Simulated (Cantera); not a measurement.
Fluorocarbon and chlorocarbon gases: CH2F2 + F2 + H2

A closed system holds: 1 mol CH2F2, 0.019 mol F2, 20 mol H2, held at 1.50e-5 bar.

Cantera equilibrium calculation (NASA polynomials, part measured and part estimated; ideal gas, pure solids and liquids). Candidate condensed phases: C, C6H6, C7H8, C8H18; 110 gas species. Ions and electrons are included (thermal ionisation). The numbers say what is thermodynamically allowed, not how fast it happens.

| T (°C) | log p H | log p F | log p HF | log p C | log p H2 |
|---|---|---|---|---|---|
| 2227 | -4.86 | -7.20 | -6.18 | -7.05 | -6.52 |
| 2727 | -4.85 | -6.20 | -7.25 | -6.48 | -8.11 |
| 3227 | -4.85 | -6.17 | -8.70 | -6.48 | -9.25 |
| 3727 | -4.85 | -6.17 | -9.81 | -6.48 | -10.11 |
| 4227 | -4.85 | -6.17 | -10.68 | -6.49 | -10.79 |
| 4727 | -4.86 | -6.17 | -11.39 | -6.52 | -11.33 |
log p: log10 of the partial pressure in bar; nothing condenses.

From 2227 °C to 4727 °C nothing is condensed. The main C-bearing gas is C3 at 2227 °C and C at 4727 °C.
